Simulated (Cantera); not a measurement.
A closed system holds: 1 mol AlI3, 0.64 mol N2, 13 mol H2, 6.4 mol O2, held at 1148.15 K and 13000 Pa.

These are equilibrium values from Cantera (NASA tables, ideal gas, pure condensed phases), not measurements of a reactor. Candidate condensed phases: Al, AlI3, AlN, Al2O3, H2O, I2; 41 gas species. Rates play no part.

Base state: H2O 0.726, HI 0.116, I 0.0540, H2 0.0511, N2 0.0411, I2 0.0113 (mole fractions); condensed: Al2O3(s).

Task: What changes in the equilibrium state with this change: O2 from 6.4 to 2.7 mol?

Result: 
```csv
species,before,after
H2,0.0511,0.510
H2O,0.726,0.254
HI,0.116,0.167
I2,0.0113,0.00232
I,0.0540,0.0245
N2,0.0411,0.0418
"Al2O3(s), mol",0.500,0.500
```

Task: What changes in the equilibrium state with this change: temperature from 1148.15 K to 1525 K?

Result: 
| species | before | after |
|---|---|---|
| H2O | 0.726 | 0.695 |
| I | 0.0540 | 0.139 |
| H2 | 0.0511 | 0.0831 |
| HI | 0.116 | 0.0428 |
| I2 | 0.0113 | 0.00135 |
| N2 | 0.0411 | 0.0393 |
| H | 4.51e-8 | 1.89e-5 |
| Al2O3(s), mol | 0.500 | 0.500 |
Gases not in the tables: Al(OH)3.

Task: What changes in the equilibrium state with this change: temperature from 1148.15 K to 1850 K?

Result: 
```tsv
species	before	after
H2O	0.726	0.684
I	0.0540	0.165
H2	0.0511	0.0946
HI	0.116	0.0167
I2	0.0113	0.000219
N2	0.0411	0.0388
OH	3.83e-9	0.000246
H	4.51e-8	0.000459
Al2O3(s), mol	0.500	0.500
```
Gases not in the tables: Al(OH)3.
